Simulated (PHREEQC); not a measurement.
Hard or scaling water

Make-up at 20 °C: 33 mmol/kgw BaCl2, 0.93 mmol/kgw NaF and 31 mmol/kgw NaCl. Closed to the air; pH follows from the charge balance.

Model: ion-association model, wateq4f.dat, run in PHREEQC.

```
Property               Result
--------------  -------------
pH                       7.17
ionic strength  0.131 mol/kgw
```

| species | molality | activity | log γ |
|---|---|---|---|
| Cl- | 0.0970 | 0.0723 | -0.127 |
| Ba+2 | 0.0330 | 0.0115 | -0.460 |
| Na+ | 0.0319 | 0.0245 | -0.114 |
| F- | 0.000921 | 0.000683 | -0.129 |
| NaF | 9.36e-6 | 9.65e-6 | 0.013 |
| OH- | 1.36e-7 | 1.01e-7 | -0.129 |
| H+ | 8.22e-8 | 6.71e-8 | -0.089 |

This is a speciation only: nothing precipitates in the calculation. Species that the database lacks are ignored.
